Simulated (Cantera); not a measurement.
Cantera run:

```python
import numpy as np
import cantera as ct

gas_names = """
    H HNO HNO2 HNO3 HO2 H2 H2O H2O2 N NH NH2 NH3 NH2OH NO NO2 NO3 N2 N2H2 N2H4 N2O O OH O2 O3 Si SiH
    SiH2 SiH3 SiH4 SiN SiO SiO2 Si2 Si2N Si3
""".split()
cond_names = """
    H2O(s) H2O(L) Si(cr) Si(L) SiO2(Lqz) SiO2(hqz) SiO2(L) Si2N2O(s) Si3N4(a)
""".split()


# ... load() reads the species with a 1 bar reference pressure and builds the phases ...
atoms = {
    'Si': {'Si': 1},
    'H2O': {'H': 2, 'O': 1},
    'H2': {'H': 2},
    'N2O': {'N': 2, 'O': 1},
}
top_T = {'Si2N2O(s)': 2100, 'Si3N4(a)': 2400}  # K; cautious upper limits of use, not melting points


# ... equilibrate(T, P, feed) seeds the gas with the atoms and calls Mixture.equilibrate('TP', solver="vcs", rtol=1e-11, max_steps=5000) ...
results = []
feed = {'Si': 1, 'H2O': 0.0078, 'H2': 6, 'N2O': 0.055}  # mol
P = 133.322  # Pa
for T in [925, 1025, 1125, 1225, 1325, 1425, 1525, 1625, 1725, 1825, 1925, 2025, 2125]:
    mix = equilibrate(T, P, feed)
    results.append((T, P, feed, dict(zip(mix.species_names, mix.species_moles))))

top = {s: max(r[3][s] / sum(r[3][g] for g in gas_names) for r in results) for s in gas_names}
cols = sorted((s for s in top if top[s] > 0.0001), key=lambda s: -top[s])[:8]
seen = [c for c in cond_names if any(r[3].get(c, 0) > 1e-12 for r in results)]
print("log10 of partial pressures in bar; condensed amounts in mol")
print(f"{'T/K':>10s}" + "".join(f"{s[:9]:>10s}" for s in cols + seen))
for T, P, feed, n in results:
    ng = sum(n[g] for g in gas_names)
    print(f"{T:10.4g}" + "".join(f"{np.log10(max(n[s] / ng * P / 1e5, 1e-99)):10.3f}" for s in cols)
          + "".join(f"{n.get(c, 0):10.4g}" for c in seen))
```

Result:

```
log10 of partial pressures in bar; condensed amounts in mol
       T/K        H2        Si         H       SiO        N2       SiH       Si2       Si3    Si(cr)     Si(L) SiO2(hqz) Si2N2O(s)
       925    -2.875   -17.649   -11.022   -10.756   -17.630   -16.921   -23.470   -25.105    0.8861         0    0.0039     0.055
      1025    -2.875   -15.181    -9.798    -8.841   -14.937   -14.873   -20.252   -21.650    0.8861         0  0.003897     0.055
      1125    -2.875   -13.154    -8.790    -7.272   -12.729   -13.193   -17.611   -18.818     0.886         0   0.00378     0.055
      1225    -2.875   -11.461    -7.944    -5.964   -10.886   -11.791   -15.405   -16.455    0.8837         0  0.001453     0.055
      1325    -2.876   -10.025    -7.224    -5.761    -8.421   -10.603   -13.535   -14.456    0.8822         0         0   0.05498
      1425    -2.876    -8.793    -6.604    -5.642    -6.255    -9.583   -11.931   -12.744    0.8847         0         0   0.05249
      1525    -2.883    -7.724    -6.067    -4.925    -4.992    -8.703   -10.541   -11.261    0.9288         0         0  0.008337
      1625    -2.884    -6.788    -5.594    -4.865    -4.922    -7.931    -9.325    -9.966    0.9363         0         0         0
      1725    -2.886    -5.993    -5.174    -4.866    -4.923    -7.281    -8.315    -8.920         0    0.9321         0         0
      1825    -2.890    -5.342    -4.801    -4.868    -4.926    -6.761    -7.529    -8.158         0    0.9146         0         0
      1925    -2.901    -4.759    -4.470    -4.876    -4.934    -6.299    -6.826    -7.478         0    0.8501         0         0
      2025    -2.927    -4.235    -4.179    -4.896    -4.955    -5.892    -6.194    -6.868         0    0.6335         0         0
      2125    -2.988    -3.792    -3.934    -4.944    -5.006    -5.575    -5.686    -6.412         0         0         0         0
```

These are equilibrium values from Cantera (NASA tables, ideal gas, pure condensed phases), not measurements of a reactor. Mutual solubility and eutectic melting of coexisting phases are not modelled. The tables' values for SiN are old estimates; treat these amounts as uncertain. The tables hold silica as quartz up to 1696 K and as liquid above; real silica turns to tridymite and cristobalite and melts near 1996 K. Gases not in the tables: Si2H6 and higher silanes.
